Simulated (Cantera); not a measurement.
Transport properties of process gases

Gas mixture: NH3 : CH4 : CH3OH : N2 = 0.2 : 0.29 : 0.14 : 0.83 (molar parts), at 1.40 bar, frozen composition.

Cantera's kinetic-theory transport with the Lennard-Jones parameters of GRI-Mech 3.0, ideal gas; thermal conductivity in the multicomponent form. Polar gases are described roughly by these parameters. The composition is frozen, though it would react at the higher temperatures.

```tsv
T (K)	ρ (kg/m³)	cp (J/kg/K)	μ (µPa s)	λ (mW/m/K)	Pr	D (cm²/s) C2H2	D (cm²/s) OH	D (cm²/s) CH3
400	1.03	1425	18.6	37.7	0.704	0.199	0.378	0.266
550	0.751	1586	23.9	53.9	0.704	0.354	0.656	0.468
700	0.590	1747	28.6	70.9	0.705	0.540	0.990	0.710
850	0.486	1891	33.0	88.3	0.706	0.756	1.37	0.990
1000	0.413	2023	37.0	106	0.707	0.998	1.80	1.30
1150	0.359	2129	40.8	123	0.707	1.27	2.28	1.65
```
D: mixture-averaged diffusion coefficient of that species in the mixture.
